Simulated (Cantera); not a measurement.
**NO annealing gas**

An isothermal, constant-pressure homogeneous reactor starts with 2.39 % NO, 97.6 % N2, at 1925 K and 1.00 atm.

Detailed kinetics in Cantera: GRI-Mech 3.0 (53 species, 325 reactions).

```
t (s)       x NO    x NO2   x N2      x O      x O2    x N2O
--------  ------  -------  -----  -------  --------  -------
0.000700  0.0239  6.75e-8  0.976  2.97e-7   2.58e-9  1.68e-7
0.00169   0.0239  2.13e-7  0.976  8.29e-7   1.87e-8  2.43e-7
0.00410   0.0239  5.88e-7  0.976  2.18e-6   1.51e-7  2.69e-7
0.00993   0.0239  1.30e-6  0.976  4.77e-6   1.23e-6  2.76e-7
0.0240    0.0238  1.92e-6  0.976  7.01e-6   7.36e-6  2.81e-7
0.0582    0.0238  2.04e-6  0.976  7.46e-6   2.63e-5  2.82e-7
0.141     0.0237  2.14e-6  0.976  7.86e-6   7.30e-5  2.81e-7
0.341     0.0235  2.37e-6  0.976  8.77e-6  0.000188  2.78e-7
0.826     0.0229  2.84e-6  0.977  1.07e-5  0.000476  2.70e-7
2.00      0.0214  3.61e-6  0.977  1.45e-5   0.00120  2.50e-7
```
x: mole fraction; the columns are a selection and need not sum to one.

Equilibrium at this temperature and pressure: NO 0.00160, NO2 7.26e-7, N2 0.987, O 3.88e-5, O2 0.0111, N2O 1.02e-7 (gas phase only).
